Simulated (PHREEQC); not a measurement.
Buffer

Consider water at 25 °C with 17 mmol/kgw NaHCO3, 0.46 mmol/kgw NaF and 1.6 mmol/kgw KCl. Closed to the air; pH follows from the charge balance.

Model: ion-association model, phreeqc.dat, run in PHREEQC.

No solid was allowed to form.

Task: What pH does the model give?

Result: pH 8.19.

Task: In which forms is C present?

Result: HCO3- 97 %, CO2 1.2 %, CO3-2 1.0 %, NaHCO3 0.7 % of the C.

Species that the database lacks are ignored.
